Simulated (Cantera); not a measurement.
Charge: 1 mol SiH₄, 13 mol CO₂, 6.4 mol NO, at 75.0 Torr.

Method: chemical equilibrium by Gibbs-energy minimisation in Cantera with the NASA 1993 tables (ideal gas, pure condensed phases). Candidate condensed phases: C, C₆H₆, C₇H₈, C₈H₁₈, H₂O, Si, SiC, SiO₂, Si₂N₂O, Si₃N₄; 151 gas species. The tables hold silica as quartz up to 1696 K and as liquid above; real silica turns to tridymite and cristobalite and melts near 1996 K. Gases not in the tables: Si(OH)₄. Equilibrium is a limit: real reactors are often held back by kinetics, nucleation or transport.

Question: Which condensed phases are stable at each of these points (T (K)): 1500, 1525, 1550, 1575, 1600, 1625, 1650, 1675, 1700, 1725, 1750, 1775, 1800?

Answer: 
| T (K) | condensed phases | Si condensed (%) |
|---|---|---|
| 1500 | SiO₂(β-quartz) | 100.0 |
| 1525 | SiO₂(β-quartz) | 100.0 |
| 1550 | SiO₂(β-quartz) | 100.0 |
| 1575 | SiO₂(β-quartz) | 100.0 |
| 1600 | SiO₂(β-quartz) | 100.0 |
| 1625 | SiO₂(β-quartz) | 100.0 |
| 1650 | SiO₂(β-quartz) | 100.0 |
| 1675 | SiO₂(β-quartz) | 100.0 |
| 1700 | SiO₂(condensed) | 100.0 |
| 1725 | SiO₂(condensed) | 100.0 |
| 1750 | SiO₂(condensed) | 100.0 |
| 1775 | SiO₂(condensed) | 100.0 |
| 1800 | SiO₂(condensed) | 100.0 |

From 1500 K to 1675 K the condensed part is SiO₂(β-quartz). From 1700 K to 1800 K the condensed part is SiO₂(condensed).
